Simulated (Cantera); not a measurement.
A freely propagating, adiabatic, planar premixed flame of 8.98 % CH₄, 19.1 % O₂, 71.9 % N₂, equivalence ratio 0.94, unburnt at 675 K and 0.850 bar; mixture-averaged transport, grid criteria slope 0.08 and curve 0.16, no radiation.

Model: GRI-Mech 3.0 (53 species, 325 reactions), integrated in Cantera. Burning velocities carry a grid error of a few per cent, more on coarse grids.

Problem. Predict: laminar burning velocity; thermal thickness; peak x(O); peak x(OH); peak x(HCO).

Solution. 
- laminar burning velocity = 169 cm/s
- thermal thickness = 0.361 mm
- peak x(O) = 0.00614
- peak x(OH) = 0.0115
- peak x(HCO) = 7.99e-5
